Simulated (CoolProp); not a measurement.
A Linde-Hampson liquefier for CF4 (R14): isothermal reversible compression at 280 K from 1 atm to 25 MPa, throttling to 1 atm, return gas leaving the recuperator 0 K below the feed. Each further row changes one setting.

Model: reference Helmholtz-energy equation of state, Platzer 1990, in CoolProp. This equation is an older, rougher fit; its heat capacities, sound speeds and derivatives of the liquid may be far off and weren't checked against measurements.

```tsv
case	liquid yield per pass	compression work (kJ/kg of gas)
as stated	?	126
high pressure 50 MPa	?	?
warm-end temperature 310 K	?	?
warm-end gap 5 K	?	126
```

Problem. What belongs in the gaps?

Solution. 
- as stated, liquid yield per pass: 0.341
- high pressure 50 MPa, liquid yield per pass: 0.334
- high pressure 50 MPa, compression work (kJ/kg of gas): 148
- warm-end temperature 310 K, liquid yield per pass: 0.263
- warm-end temperature 310 K, compression work (kJ/kg of gas): 147
- warm-end gap 5 K, liquid yield per pass: 0.330
